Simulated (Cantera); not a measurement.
A freely propagating, adiabatic, planar premixed flame of CH₄ : CO : O₂ : N₂ = 1 : 0.14 : 2.2 : 9.25 (molar parts), equivalence ratio 0.94, unburnt at 350 K and 1.00 bar; mixture-averaged transport, grid criteria slope 0.08 and curve 0.16, no radiation.

Detailed kinetics in Cantera: GRI-Mech 3.0 (53 species, 325 reactions). Burning velocities carry a grid error of a few per cent, more on coarse grids.

### Question
What does this change do: inlet temperature 350 to 523 K?

### Answer
| quantity | before | after |
|---|---|---|
| laminar burning velocity | 38.6 cm/s | 83.1 cm/s |
| thermal thickness | 0.497 mm | 0.406 mm |
| peak x(C₂H) | 4.68e-8 | 9.62e-8 |
| peak x(OH) | 0.00616 | 0.00779 |
